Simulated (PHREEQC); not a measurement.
2.1 g of hydrous ferric oxide (600 m²/g; 0.2 weak and 0.005 strong sites per Fe, Dzombak-Morel constants, diffuse double layer) in 1 kg of water with 0.05 mol/kgw of an inert sodium salt and 0.068 mmol/kgw CaCl2, 0.31 mmol/kgw NaF and 0.094 mmol/kgw Na2SeO3, at 25 °C; the pH is set by adding NaOH or the inert anion's acid. The system is closed to oxygen. No CO2 enters from the air. Precipitation was switched off in this run.

Equilibrium calculation in PHREEQC: ion-association model, wateq4f.dat.

### Question
Predict Ca sorbed (%), F sorbed (%), Se sorbed (%), surface charge σ (C/m²) at pH = 5.12, 7, 7.75, 10.

### Answer
| pH | Ca sorbed (%) | F sorbed (%) | Se sorbed (%) | surface charge σ (C/m²) |
|---|---|---|---|---|
| 5.12 | 0.0 | 93.5 | 100.0 | 0.152 |
| 7 | 7.2 | 46.3 | 99.9 | 0.030 |
| 7.75 | 49.0 | 18.3 | 99.6 | 0.008 |
| 10 | 100.0 | 0.3 | 19.2 | -0.072 |

Species that the database lacks are ignored. The database's selenite sorption wasn't checked against measurements; a fall in acid may be a fault of its surface constants.
